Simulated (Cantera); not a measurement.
Charge: 1 mol Fe, 1.1 mol O₂, 3.5 mol N₂, 0.1 mol H₂S, held at 0.870 bar.

Equilibrium computed with Cantera from the NASA thermochemical tables; the gas is ideal and each condensed phase is pure. Candidate condensed phases: Fe, FeO, Fe(OH)₂, Fe(OH)₃, FeS, FeSO₄, FeS₂, Fe₂O₃, Fe₂(SO₄)₃, Fe₃O₄, H₂O, H₂SO₄, S; 38 gas species. The numbers say what is thermodynamically allowed, not how fast it happens. All values below are at 850 °C.

Base state: N₂ 0.898, O₂ 0.0501, H₂O 0.0257, SO₂ 0.0232, SO₃ 0.00243, NO 5.44e-5 (mole fractions); condensed: Fe₂O₃(s).

Question: What changes in the equilibrium state with this change: pressure from 0.870 bar to 0.100 bar?

Answer: 
| species | before | after |
|---|---|---|
| N₂ | 0.898 | 0.898 |
| O₂ | 0.0501 | 0.0508 |
| H₂O | 0.0257 | 0.0257 |
| SO₃ | 0.00243 | 0.000884 |
| SO₂ | 0.0232 | 0.0248 |
| NO | 5.44e-5 | 5.48e-5 |
| Fe₂O₃(s), mol | 0.500 | 0.500 |
